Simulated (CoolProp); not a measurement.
A simple Rankine cycle with R141b: condensing at 308.15 K, boiler at 1.61 MPa, turbine inlet 499 K, turbine efficiency 0.7, pump efficiency 0.7, no recuperator. Each further row changes one setting.

Values from CoolProp's reference Helmholtz-energy equation of state, Lemmon 2006. It is a short technical equation, of lower accuracy than the large ones.

```csv
case,thermal efficiency (%),net work (kJ/kg),heat in (kJ/kg),turbine exit temperature (K),volume ratio over the turbine
as stated,14.4,54.4,379,426.9,13.7
condensing temperature 300.15 K,15.4,59.9,388,420.6,18.0
boiler pressure 1.13 MPa,12.8,49.1,384,438.1,9.50
turbine efficiency 0.6,12.3,46.4,379,435.5,14.0
```
